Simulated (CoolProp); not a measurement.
Vapour pressure (MPa) of dodecamethylcyclohexasiloxane (D6): the reference equation beside estimates from Tc = 372.6 °C, pc = 0.9614 MPa, ω = 0.736. Clausius-Clapeyron is anchored at 190.05 °C with a constant enthalpy of vaporisation of 50.90 kJ/mol.

The numbers come from the reference Helmholtz-energy equation of state, Colonna 2008 in CoolProp. It is a short technical equation, of lower accuracy than the large ones.

| T (°C) | reference | Clausius-Clapeyron | van der Waals | Redlich-Kwong | Soave-Redlich-Kwong | Peng-Robinson |
|---|---|---|---|---|---|---|
| 187.75 | 0.02319 | 0.02325 | 0.2126 | 0.09884 | 0.02337 | 0.02426 |
| 190.05 | 0.02483 | 0.02483 | 0.2180 | 0.1030 | 0.02505 | 0.02596 |
| 192.35 | 0.02657 | 0.02651 | 0.2235 | 0.1072 | 0.02682 | 0.02776 |
| 194.65 | 0.02841 | 0.02828 | 0.2290 | 0.1115 | 0.02870 | 0.02966 |
| 196.95 | 0.03034 | 0.03015 | 0.2347 | 0.1160 | 0.03069 | 0.03165 |
| 199.25 | 0.03238 | 0.03213 | 0.2404 | 0.1206 | 0.03278 | 0.03376 |
| 201.55 | 0.03452 | 0.03421 | 0.2462 | 0.1254 | 0.03499 | 0.03598 |
| 203.85 | 0.03678 | 0.03640 | 0.2521 | 0.1303 | 0.03731 | 0.03832 |
| 206.15 | 0.03916 | 0.03871 | 0.2581 | 0.1353 | 0.03976 | 0.04077 |
| 208.45 | 0.04166 | 0.04115 | 0.2642 | 0.1404 | 0.04234 | 0.04335 |
| 210.75 | 0.04428 | 0.04371 | 0.2704 | 0.1457 | 0.04504 | 0.04607 |
| 213.05 | 0.04703 | 0.04641 | 0.2767 | 0.1511 | 0.04789 | 0.04891 |

Absolute difference from the reference over all 12 rows, mean and median: Clausius-Clapeyron 0.8 and 0.8 %, van der Waals 637.4 and 627.8 %, Redlich-Kwong 270.2 and 267.9 %, Soave-Redlich-Kwong 1.3 and 1.3 %, Peng-Robinson 4.3 and 4.2 %.
